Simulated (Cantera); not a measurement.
**Gas-phase reforming**

An isothermal, constant-pressure homogeneous reactor starts with CH4 : CO2 : H2 = 1 : 4.6 : 1.1 (molar parts), at 1475 K and 0.930 bar.

Detailed kinetics in Cantera: GRI-Mech 3.0 (53 species, 325 reactions).

| t (s) | x CH4 | x CO2 | x H2 | x H2O | x H | x C2H |
|---|---|---|---|---|---|---|
| 0.000300 | 0.149 | 0.687 | 0.164 | 2.28e-5 | 1.16e-6 | <1e-12 |
| 0.000835 | 0.149 | 0.686 | 0.164 | 0.000136 | 2.09e-6 | <1e-12 |
| 0.00232 | 0.149 | 0.686 | 0.164 | 0.000577 | 2.65e-6 | <1e-12 |
| 0.00646 | 0.149 | 0.684 | 0.162 | 0.00207 | 3.14e-6 | <1e-12 |
| 0.0180 | 0.148 | 0.679 | 0.159 | 0.00658 | 3.23e-6 | 5.37e-12 |
| 0.0500 | 0.145 | 0.666 | 0.150 | 0.0187 | 3.12e-6 | 3.82e-11 |
| 0.139 | 0.137 | 0.631 | 0.128 | 0.0488 | 2.87e-6 | 1.72e-10 |
| 0.387 | 0.117 | 0.557 | 0.0906 | 0.110 | 2.39e-6 | 6.10e-10 |
| 1.08 | 0.0729 | 0.447 | 0.0637 | 0.189 | 2.20e-6 | 1.77e-9 |
| 3.00 | 0.0296 | 0.357 | 0.0753 | 0.230 | 3.25e-6 | 2.84e-9 |
x: mole fraction; the columns are a selection and need not sum to one.

Equilibrium at this temperature and pressure: CH4 4.34e-8, CO2 0.216, H2 0.158, H2O 0.198, H 5.39e-6, C2H <1e-12 (gas phase only).
